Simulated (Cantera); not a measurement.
Mixture: CH₃OH : O₂ : N₂ = 1 : 2.88 : 11 (molar parts), equivalence ratio 0.52, at 1.00 bar, adiabatic and at constant pressure. Ignition delay is the time to a rise of 400 K.

Detailed kinetics in Cantera: GRI-Mech 3.0 (53 species, 325 reactions). GRI-Mech 3.0 was tuned for natural gas; its chemistry of methanol as a main component is partial and can be far from experiment.

### Question
Predict: delay at 1275 K; delay at 1425 K; delay at 1575 K; delay at 1725 K; delay at 1875 K; apparent activation energy between 1725 and 1875 K.

### Answer
```
Quantity                                                 Value
--------------------------------------------------  ----------
delay at 1275 K                                        3.58 ms
delay at 1425 K                                       0.590 ms
delay at 1575 K                                       0.156 ms
delay at 1725 K                                        56.4 µs
delay at 1875 K                                        30.0 µs
apparent activation energy between 1725 and 1875 K  110 kJ/mol
```
